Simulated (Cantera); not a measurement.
Charge: 1 mol AlN, a varied amount of Cl₂, 5.9 mol H₂, equilibrated at 1375 K and 593 Torr.

Cantera equilibrium calculation (NASA polynomials, part measured and part estimated; ideal gas, pure solids and liquids). Candidate condensed phases: Al, AlCl₃, AlN, NH₄Cl; 20 gas species. Equilibrium is a limit: real reactors are often held back by kinetics, nucleation or transport.

Task: Which condensed phases are stable at each of these points (n(Cl₂) (mol)): 1.5, 2, 2.7, 3.7, 5, 6.7, 9, 12, 16?

Result: 
```csv
n(Cl₂) (mol),condensed phases,Al condensed (%)
1.5,AlN(s),23.7
2,gas only,0.0
2.7,gas only,0.0
3.7,gas only,0.0
5,gas only,0.0
6.7,gas only,0.0
9,gas only,0.0
12,gas only,0.0
16,gas only,0.0
```

At 1.5 mol Cl₂ the condensed part is AlN(s). From 2 mol Cl₂ to 16 mol Cl₂ nothing is condensed.
